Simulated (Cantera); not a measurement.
An isothermal, constant-pressure homogeneous reactor starts with NO : N₂ = 1 : 3.7 (molar parts), at 2098 K and 1130 Torr.

Computed with Cantera and GRI-Mech 3.0 (53 species, 325 reactions).

x: mole fraction; the columns are a selection and need not sum to one.

```
t (s)        x NO      x O₂    x N₂O       x O   x N₂     x NO₂
--------  -------  --------  -------  --------  -----  --------
4.00e-5     0.213   8.20e-8        ?   4.91e-6  0.787   2.04e-6
0.000187    0.213   2.44e-6        ?   2.42e-5  0.787   1.56e-5
0.000875    0.212   9.11e-5  2.34e-5   7.47e-5  0.787   5.22e-5
0.00409     0.211  0.000768  2.31e-5   8.36e-5  0.788   5.84e-5
0.0191      0.204   0.00400  2.16e-5  0.000105  0.791   7.18e-5
0.0894      0.174    0.0190        ?  0.000171  0.806  0.000102
0.418      0.0784    0.0669        ?  0.000295  0.854   8.06e-5
1.96      0.00998     0.101  5.55e-7  0.000358  0.888   1.25e-5
9.15      0.00738     0.102  5.37e-7  0.000360  0.890   9.30e-6
42.8      0.00738     0.102  5.37e-7  0.000360  0.890   9.30e-6
200       0.00738     0.102  5.37e-7  0.000360  0.890   9.30e-6
```

### Question
Fill in the missing entries.

### Answer

- 4.00e-5, x N₂O: 5.47e-6
- 0.000187, x N₂O: 1.68e-5
- 0.0894, x N₂O: 1.55e-5
- 0.418, x N₂O: 3.40e-6
